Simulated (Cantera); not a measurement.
Input: 1 mol Si₃N₄, 60 mol HCl, 9.5 mol N₂, 150 mol H₂, equilibrated at 750 Torr.

Cantera equilibrium calculation (NASA polynomials, part measured and part estimated; ideal gas, pure solids and liquids). Candidate condensed phases: NH₄Cl, Si, Si₃N₄; 28 gas species. The numbers say what is thermodynamically allowed, not how fast it happens.

Over these rows the condensed part is Si₃N₄(s). Partial pressures as log10 of bar:

| T (K) | 1000/T (1/K) | log p SiCl₂ | log p H₂ | log p HCl | log p N₂ |
|---|---|---|---|---|---|
| 973 | 1.0277 | -7.64 | -0.15 | -0.65 | -1.29 |
| 1073 | 0.9320 | -6.27 | -0.15 | -0.63 | -1.30 |
| 1173 | 0.8525 | -5.14 | -0.15 | -0.62 | -1.31 |
| 1273 | 0.7855 | -4.20 | -0.15 | -0.61 | -1.31 |
| 1373 | 0.7283 | -3.41 | -0.16 | -0.61 | -1.31 |
| 1473 | 0.6789 | ? | -0.16 | -0.61 | -1.31 |

Fit log p(SiCl₂) = a + b·(1000/T) to the five rows, give the apparent enthalpy, and predict the row at 1473 K.

Means: 1000/T = 0.8652, log p = -5.332. Sxy = -0.793489, Sxx = 0.0561235, so b = -14.14 and a = -5.332 − (-14.14)×0.8652 = 6.90.
Apparent enthalpy: −19.145 × (-14.14) = 271 kJ/mol. With the condensed phases at unit activity, 1/3 Si₃N₄(s) + 2 HCl(g) = SiCl₂(g) + H₂(g) + 2/3 N₂(g) links this pressure to the main gases: over the six rows their terms move log p by +0.10 in all, so the slope is close to that reaction's ΔH°. The five rows lie within 0.01 of the line.
Prediction at 1473 K: 6.90 + (-14.14)×0.6789 = -2.70. The computed value is -2.74, 0.04 from the line.
